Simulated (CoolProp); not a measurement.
R142b along the isotherm 470 K: Z from the reference equation and from simpler models built on Tc = 410.3 K, pc = 4.055 MPa, ω = 0.232; each cubic takes its own stable root.

Values from CoolProp's reference Helmholtz-energy equation of state, Lemmon 2006. It is a short technical equation, of lower accuracy than the large ones.

```json
[
 {"p (MPa)": "0.0321", "phase": "gas", "reference": "0.9983"},
 {"p (MPa)": "0.0484", "phase": "gas", "reference": "0.9974"},
 {"p (MPa)": "0.073", "phase": "gas", "reference": "0.9961"},
 {"p (MPa)": "0.11", "phase": "gas", "reference": "0.9941"},
 {"p (MPa)": "0.166", "phase": "gas", "reference": "0.9911"},
 {"p (MPa)": "0.25", "phase": "gas", "reference": "0.9865"},
 {"p (MPa)": "0.378", "phase": "gas", "reference": "0.9796"},
 {"p (MPa)": "0.57", "phase": "gas", "reference": "0.9690"},
 {"p (MPa)": "0.86", "phase": "gas", "reference": "0.9528"},
 {"p (MPa)": "1.3", "phase": "gas", "reference": "0.9278"},
 {"p (MPa)": "1.96", "phase": "gas", "reference": "0.8889"},
 {"p (MPa)": "2.95", "phase": "gas", "reference": "0.8272"},
 {"p (MPa)": "4.45", "phase": "supercritical", "reference": "0.7255"},
 {"p (MPa)": "6.72", "phase": "supercritical", "reference": "0.5643"},
 {"p (MPa)": "10.1", "phase": "supercritical", "reference": "0.4699"}
]
```

Question: How far does each simpler model (van der Waals, Redlich-Kwong, Peng-Robinson) lie from the reference over these 15 states: mean and median of the absolute difference, and the worst?

Answer: 
- van der Waals: mean 1.9 %, median 0.0 %, worst +13.9 % at 470 K and 10.1 MPa
- Redlich-Kwong: mean 1.0 %, median 0.2 %, worst +6.9 % at 470 K and 10.1 MPa
- Peng-Robinson: mean 1.1 %, median 0.4 %, worst +8.3 % at 470 K and 10.1 MPa
